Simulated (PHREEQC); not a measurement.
NaHS is added in steps, without added water, to 1 kg of water holding 7.6 mmol/kgw KH2PO4 and 0.14 mmol/kgw Na2CO3, at 60 °C. No oxygen is let in. CO2 from the air is kept out. Only these solids could form: Nahcolite, Natron.

Base run: PHREEQC, ion-association model, wateq4f.dat. Each further column changes one thing. The table gives CO2 (mol/kgw).

```
NaHS added (mol)      base  metal-ligand complexes left out  Davies equation for every ion  all activity coefficients set to 1  database phreeqc.dat
----------------  --------  -------------------------------  -----------------------------  ----------------------------------  --------------------
0                 0.000116                         0.000116                       0.000116                            0.000113              0.000116
0.001725           6.49e-5                          6.47e-5                        6.50e-5                             5.96e-5               6.49e-5
0.004025           4.44e-5                          4.42e-5                        4.44e-5                             4.01e-5               4.44e-5
0.00575            3.67e-5                          3.65e-5                        3.66e-5                             3.30e-5               3.67e-5
0.007475           3.16e-5                          3.14e-5                        3.15e-5                             2.83e-5               3.16e-5
0.009775           2.68e-5                          2.67e-5                        2.67e-5                             2.40e-5               2.68e-5
0.0115             2.42e-5                          2.41e-5                        2.41e-5                             2.16e-5               2.42e-5
0.01323            2.21e-5                          2.20e-5                        2.20e-5                             1.97e-5               2.21e-5
0.01553            1.98e-5                          1.98e-5                        1.97e-5                             1.77e-5               1.98e-5
0.01725            1.84e-5                          1.84e-5                        1.83e-5                             1.65e-5               1.85e-5
0.01897            1.72e-5                          1.72e-5                        1.71e-5                             1.54e-5               1.73e-5
0.02127            1.59e-5                          1.59e-5                        1.58e-5                             1.42e-5               1.59e-5
0.023              1.50e-5                          1.50e-5                        1.49e-5                             1.34e-5               1.50e-5
```

The polysulfide entries of wateq4f.dat were taken out for this run. H3PO4, which wateq4f.dat lacks, is added to it with the constant of phreeqc.dat. Away from 25 °C the constants follow the database's enthalpies or fits; those with neither stay at their 25 °C values. phreeqc.dat and wateq4f.dat share most of their constants, so their agreement is no independent check.
